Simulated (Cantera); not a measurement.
A Cantera script and what it prints.

```python
import numpy as np
import cantera as ct

gas_names = [...]  # 118 gases of nasa_gas.yaml made of C, Cl, F, H
cond_names = """
    C(gr) C6H6(L) C7H8(L) C8H18(L),n-octa
""".split()


# ... load() reads the species with a 1 bar reference pressure and builds the phases ...
atoms = {
    'CF4': {'C': 1, 'F': 4},
    'HCl': {'H': 1, 'CL': 1},
    'H2': {'H': 2},
}
top_T = {'C(gr)': 4500}  # K; cautious upper limits of use, not melting points


# ... equilibrate(T, P, feed) seeds the gas with the atoms and calls Mixture.equilibrate('TP', solver="vcs", rtol=1e-11, max_steps=5000) ...
results = []
feed = {'CF4': 1, 'HCl': 0.011, 'H2': 9.9}  # mol
P = 24000  # Pa
for T in [2098, 2198, 2298, 2398, 2498, 2598, 2698, 2798, 2898, 2998, 3098, 3198]:
    mix = equilibrate(T, P, feed)
    results.append((T, P, feed, dict(zip(mix.species_names, mix.species_moles))))

top = {s: max(r[3][s] / sum(r[3][g] for g in gas_names) for r in results) for s in gas_names}
cols = sorted((s for s in top if top[s] > 1e-06), key=lambda s: -top[s])[:5]
seen = [c for c in cond_names if any(r[3].get(c, 0) > 1e-12 for r in results)]
print("log10 of partial pressures in bar; condensed amounts in mol")
print(f"{'T/K':>10s}" + "".join(f"{s[:9]:>10s}" for s in cols + seen))
for T, P, feed, n in results:
    ng = sum(n[g] for g in gas_names)
    print(f"{T:10.4g}" + "".join(f"{np.log10(max(n[s] / ng * P / 1e5, 1e-99)):10.3f}" for s in cols)
          + "".join(f"{n.get(c, 0):10.4g}" for c in seen))
```

It prints:

```
log10 of partial pressures in bar; condensed amounts in mol
       T/K        H2         H        HF C2H2,acet       C2H     C(gr)
      2098    -0.802    -2.913    -1.095    -3.647    -7.348     0.977
      2198    -0.804    -2.656    -1.096    -3.400    -6.715    0.9598
      2298    -0.809    -2.423    -1.097    -3.177    -6.139    0.9328
      2398    -0.815    -2.210    -1.099    -2.976    -5.613    0.8924
      2498    -0.825    -2.016    -1.103    -2.795    -5.131    0.8346
      2598    -0.839    -1.839    -1.107    -2.633    -4.690     0.755
      2698    -0.859    -1.678    -1.113    -2.489    -4.284    0.6487
      2798    -0.885    -1.533    -1.122    -2.365    -3.913    0.5098
      2898    -0.920    -1.402    -1.133    -2.259    -3.572    0.3284
      2998    -0.964    -1.286    -1.146    -2.173    -3.261   0.08396
      3098    -1.014    -1.182    -1.163    -2.201    -3.075         0
      3198    -1.073    -1.090    -1.183    -2.293    -2.960         0
```

Equilibrium computed with Cantera from the NASA thermochemical tables; the gas is ideal and each condensed phase is pure.
